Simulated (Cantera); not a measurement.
Input (Python, Cantera) and output of one run.

```python
import numpy as np
import cantera as ct

gas_names = """
    NO NO2 VO2 N2
""".split()
cond_names = """
    V2O3(s) V2O3(L) VN(s) V2O5(s) V2O5(L)
""".split()


def load(file, names, dense=False):
    # The tables refer to 1 bar. Condensed volumes are neglected.
    table = {s.name: s for s in ct.Species.list_from_file(file)}
    out = []
    for n in names:
        d = dict(table[n].input_data)
        d["thermo"] = dict(d["thermo"], **{"reference-pressure": 1e5})
        if dense:
            d["equation-of-state"] = {"model": "constant-volume", "density": "1e6 g/cm^3"}
        out.append(ct.Species.from_dict(d))
    return out


species = {s.name: s for s in load("nasa_gas.yaml", gas_names) + load("nasa_condensed.yaml", cond_names)}
# Each term lists the table entries of one substance; the one whose range holds T is used.
reactions = {
    '7 V2O3 + 4 NO(g) = 4 VN + 5 V2O5':
        [(-7, ['V2O3(s)', 'V2O3(L)']), (-4, ['NO']), (4, ['VN(s)']), (5, ['V2O5(s)', 'V2O5(L)'])],
    'VN + NO2(g) = VO2(g) + N2(g)':
        [(-1, ['VN(s)']), (-1, ['NO2']), (1, ['VO2']), (1, ['N2'])],
}


def pick(names, T):
    return next(species[n] for n in names if species[n].thermo.min_temp <= T <= species[n].thermo.max_temp)


results = []
for label, terms in reactions.items():
    print(label)
    print("     T/K   dH/kJ  dS/(J/K)   dG/kJ   log10 K")
    for T in [550, 600, 650, 700, 750, 800, 850, 900, 950, 1000]:
        used = [(nu, pick(names, T)) for nu, names in terms]
        dH = sum(nu * s.thermo.h(T) for nu, s in used) / 1e6
        dS = sum(nu * s.thermo.s(T) for nu, s in used) / 1e3
        dG = dH - T * dS / 1e3
        logK = -dG * 1e6 / (ct.gas_constant * T * np.log(10))
        results.append((label, T, dH, dS, dG, logK, [s.name for _, s in used]))
        print(f"{T:8g} {dH:8.1f} {dS:8.1f} {dG:8.1f} {logK:8.2f}")
```

Result:

```
7 V2O3 + 4 NO(g) = 4 VN + 5 V2O5
     T/K   dH/kJ  dS/(J/K)   dG/kJ   log10 K
     550   -458.3   -737.7    -52.6     4.99
     600   -457.5   -736.3    -15.7     1.37
     650   -456.5   -734.7     21.0    -1.69
     700   -455.3   -732.9     57.7    -4.31
     750   -453.9   -731.0     94.3    -6.57
     800   -452.4   -729.1    130.8    -8.54
     850   -450.9   -727.2    167.2   -10.28
     900   -449.2   -725.3    203.6   -11.81
     950   -124.6   -381.1    237.4   -13.05
    1000   -121.1   -377.4    256.3   -13.39
VN + NO2(g) = VO2(g) + N2(g)
     T/K   dH/kJ  dS/(J/K)   dG/kJ   log10 K
     550    -51.5    175.3   -147.9    14.05
     600    -52.1    174.2   -156.6    13.64
     650    -52.7    173.2   -165.3    13.29
     700    -53.4    172.2   -174.0    12.98
     750    -54.2    171.2   -182.5    12.71
     800    -54.9    170.2   -191.1    12.48
     850    -55.7    169.2   -199.6    12.26
     900    -56.6    168.2   -208.0    12.07
     950    -57.4    167.3   -216.4    11.90
    1000    -58.3    166.4   -224.7    11.74
```

Standard-state values (1 bar) from the NASA 1993 polynomials, evaluated with Cantera. VN: taken at fixed stoichiometry. Condensed species are held in their standard states even where they would react or evaporate.
